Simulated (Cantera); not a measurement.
Feed: 1 mol Al, 0.62 mol N2O, 28 mol H2, at 0.000930 bar.

These are equilibrium values from Cantera (NASA tables, ideal gas, pure condensed phases), not measurements of a reactor. Candidate condensed phases: Al, AlN, Al2O3, H2O; 35 gas species. Mutual solubility and eutectic melting of coexisting phases are not modelled. The tables' values for AlOH are old estimates; treat these amounts as uncertain. Condensed phases not in the tables: aluminium oxynitride. Rates play no part.

x: gas mole fraction; n: condensed amount in mol.

| T (K) | x H2 | x H | x N2 | x Al | x Al2O | x H2O | x AlOH | n AlN(s) | n Al2O3(s) |
|---|---|---|---|---|---|---|---|---|---|
| 873 | 0.988 | 1.53e-9 | 0.0115 | <1e-12 | <1e-12 | 2.13e-9 | <1e-12 | 0.587 | 0.207 |
| 1073 | 0.988 | 4.57e-7 | 0.0115 | <1e-12 | <1e-12 | 2.60e-8 | <1e-12 | 0.587 | 0.207 |
| 1273 | 0.988 | (withheld) | 0.0115 | (withheld) | (withheld) | (withheld) | 1.35e-10 | 0.587 | 0.207 |
| 1473 | 0.988 | 0.000412 | 0.0115 | 7.96e-6 | 4.88e-7 | 4.67e-7 | 5.28e-8 | 0.586 | 0.207 |
| 1673 | 0.977 | (withheld) | (withheld) | (withheld) | (withheld) | (withheld) | 4.62e-6 | (withheld) | 0.195 |
| 1873 | 0.940 | 0.0205 | 0.0210 | 0.0132 | 0.00496 | 2.54e-5 | 4.67e-5 | 0 | 0.157 |
| 2073 | 0.880 | 0.0809 | 0.0204 | 0.0139 | 0.00416 | 0.000542 | 0.000210 | 0 | 0.156 |

**Question.** What belongs in the gaps?

**Answer.** 
- 1273, x H: 2.32e-5
- 1273, x Al: 2.20e-9
- 1273, x Al2O: 1.37e-11
- 1273, x H2O: 1.40e-7
- 1673, x H: 0.00369
- 1673, x N2: 0.0140
- 1673, x Al: 0.00359
- 1673, x Al2O: 0.00118
- 1673, x H2O: 1.22e-6
- 1673, n AlN(s): 0.437
